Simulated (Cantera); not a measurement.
Input: 1 mol trisilylamine, 29 mol NH₃, at 1.30 mbar.

Method: chemical equilibrium by Gibbs-energy minimisation in Cantera with the NASA 1993 tables (ideal gas, pure condensed phases). Candidate condensed phases: Si, Si₃N₄; 18 gas species. The feed counts by its element totals alone. Gases not in the tables: Si₂H₆ and higher silanes. Equilibrium is a limit: real reactors are often held back by kinetics, nucleation or transport.

Q: Which condensed phases are stable at each of these points (T (K)): 823, 923, 1023, 1123, 1223, 1323, 1423, 1523, 1623, 1723, 1823, 1923, 2023, 2123?

A: 
```json
[
 {"T (K)": "823", "condensed phases": "Si₃N₄(s)", "Si condensed (%)": "100.0"},
 {"T (K)": "923", "condensed phases": "Si₃N₄(s)", "Si condensed (%)": "100.0"},
 {"T (K)": "1023", "condensed phases": "Si₃N₄(s)", "Si condensed (%)": "100.0"},
 {"T (K)": "1123", "condensed phases": "Si₃N₄(s)", "Si condensed (%)": "100.0"},
 {"T (K)": "1223", "condensed phases": "Si₃N₄(s)", "Si condensed (%)": "100.0"},
 {"T (K)": "1323", "condensed phases": "Si₃N₄(s)", "Si condensed (%)": "100.0"},
 {"T (K)": "1423", "condensed phases": "Si₃N₄(s)", "Si condensed (%)": "100.0"},
 {"T (K)": "1523", "condensed phases": "Si₃N₄(s)", "Si condensed (%)": "100.0"},
 {"T (K)": "1623", "condensed phases": "Si(s)", "Si condensed (%)": "99.7"},
 {"T (K)": "1723", "condensed phases": "Si(l)", "Si condensed (%)": "98.2"},
 {"T (K)": "1823", "condensed phases": "Si(l)", "Si condensed (%)": "92.2"},
 {"T (K)": "1923", "condensed phases": "Si(l)", "Si condensed (%)": "69.9"},
 {"T (K)": "2023", "condensed phases": "gas only", "Si condensed (%)": "0.0"},
 {"T (K)": "2123", "condensed phases": "gas only", "Si condensed (%)": "0.0"}
]
```

From 823 K to 1523 K the condensed part is Si₃N₄(s). At 1623 K the condensed part is Si(s). From 1723 K to 1923 K the condensed part is Si(l). From 2023 K to 2123 K nothing is condensed.
